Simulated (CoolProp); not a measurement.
n-perfluorohexane at several states: density (kg/m³) from the reference equation and from simpler models built on Tc = 174.9 °C, pc = 1.742 MPa, ω = 0.497; each cubic takes its own stable root.

Computed with CoolProp (reference Helmholtz-energy equation of state, Gao 2022).

| T (°C) | p (MPa) | phase | reference | van der Waals | Redlich-Kwong | Soave-Redlich-Kwong |
|---|---|---|---|---|---|---|
| -44.95 | 0.0555 | liquid | 1872 | 1031 | 1530 | 1603 |
| 147.75 | 0.545 | gas | 62.36 | 59.85 | 61.31 | 61.97 |
| 4.85 | 0.0139 | liquid | 1734 | 2.048 | 2.054 | 1504 |
| 16.25 | 2.1 | liquid | 1710 | 971.6 | 1404 | 1491 |

At some of these states van der Waals, Redlich-Kwong gives the other phase, because its saturation line lies elsewhere.
